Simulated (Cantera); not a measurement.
What does this Cantera script print?

```python
import numpy as np
import cantera as ct

gas = ct.Solution("gri30.yaml")
gas.TPX = 1148, 101325, {'N2O': 1, 'H2': 0.005, 'N2': 2.4}
inlet = ct.Reservoir(gas, clone=True)

reactor = ct.IdealGasConstPressureReactor(gas, energy="off", clone=False)
exhaust = ct.Reservoir(gas, clone=True)
tau = [1, 0.49, 0.24, 0.12, 0.057, 0.028, 0.014, 0.0066, 0.0032, 0.0016][0]
for a, b in ((inlet, reactor), (reactor, exhaust)):
    ct.MassFlowController(a, b, mdot=lambda t: reactor.mass / tau)
net = ct.ReactorNet([reactor])
show = ['N2O', 'H2', 'HO2', 'H2O2', 'OH']

rows = []
print(f"{'tau/s':>10s}{'T/K':>9s}" + "".join(f"{s:>11s}" for s in show))
for tau in [1, 0.49, 0.24, 0.12, 0.057, 0.028, 0.014, 0.0066, 0.0032, 0.0016]:
    net.initial_time = 0.0
    net.advance(30 * tau)
    before = gas.X
    net.advance(40 * tau)
    drift = np.max(np.abs(gas.X - before) / (gas.X + 1e-9))
    rows.append([gas.T, *gas[show].X, drift])
    print(f"{tau:10.3e}{gas.T:9.1f}" + "".join(f"{x:11.3e}" for x in gas[show].X))
```

It prints:

```
     tau/s      T/K        N2O         H2        HO2       H2O2         OH
 1.000e+00   1148.0  2.378e-01  2.305e-05  2.779e-08  2.280e-09  2.733e-06
 4.900e-01   1148.0  2.621e-01  4.135e-05  5.175e-08  2.949e-09  3.115e-06
 2.400e-01   1148.0  2.765e-01  7.318e-05  1.020e-07  3.873e-09  3.552e-06
 1.200e-01   1148.0  2.842e-01  1.258e-04  1.972e-07  5.176e-09  4.006e-06
 5.700e-02   1148.0  2.885e-01  2.218e-04  3.814e-07  7.522e-09  4.470e-06
 2.800e-02   1148.0  2.906e-01  3.695e-04  6.507e-07  1.167e-08  4.832e-06
 1.400e-02   1148.0  2.918e-01  5.737e-04  9.519e-07  1.781e-08  5.080e-06
 6.600e-03   1148.0  2.926e-01  8.396e-04  1.189e-06  2.343e-08  5.182e-06
 3.200e-03   1148.0  2.931e-01  1.089e-03  1.232e-06  2.307e-08  4.957e-06
 1.600e-03   1148.0  2.934e-01  1.275e-03  1.085e-06  1.655e-08  4.299e-06
```

Computed with Cantera and GRI-Mech 3.0 (53 species, 325 reactions). GRI-Mech 3.0 was tuned for natural gas; its chemistry of N2O as a main component is partial and can be far from experiment. The mechanism lacks the step 2 NO + O2 → 2 NO2, which can matter for NO2 below about 1400 K. The temperature is held fixed by assumption; the heat of reaction is taken as removed at once.
